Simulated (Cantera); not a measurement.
Source: NASA polynomial tables (part measured, part estimated), evaluated in Cantera. Values are per mole of reaction as written; species without (g) are pure solids or liquids, kept so even where they would boil at 1 bar.

MgF2 + 2 H(g) = Mg + 2 HF(g), with ΔH° = 143.1 kJ and ΔS° = 93.3 J/K at 300 K.

Task: How far is the shortcut ΔG° ≈ ΔH°(300 K) − T·ΔS°(300 K) from the full temperature-dependent value at 373, 523, 673, 823, 973, 1123, 1273, 1423, 1573, 1723 K?

Result: 
| T (K) | shortcut (kJ) | full (kJ) | difference (kJ) | difference in log10 K | condensed phases |
|---|---|---|---|---|---|
| 373 | 108.3 | 108.5 | -0.2 | 0.02 | MgF2(s), Mg(s) |
| 523 | 94.3 | 95.9 | -1.6 | 0.16 | MgF2(s), Mg(s) |
| 673 | 80.3 | 84.6 | -4.3 | 0.33 | MgF2(s), Mg(s) |
| 823 | 66.4 | 74.3 | -8.0 | 0.51 | MgF2(s), Mg(s) |
| 973 | 52.4 | 64.4 | -12.1 | 0.65 | MgF2(s), Mg(l) |
| 1123 | 38.4 | 54.3 | -15.9 | 0.74 | MgF2(s), Mg(l) |
| 1273 | 24.4 | 44.6 | -20.3 | 0.83 | MgF2(s), Mg(l) |
| 1423 | 10.4 | 35.5 | -25.1 | 0.92 | MgF2(s), Mg(l) |
| 1573 | -3.6 | 28.2 | -31.8 | 1.06 | MgF2(l), Mg(l) |
| 1723 | -17.6 | 25.7 | -43.3 | 1.31 | MgF2(l), Mg(l) |
The shortcut ignores heat capacities and the phase changes listed.
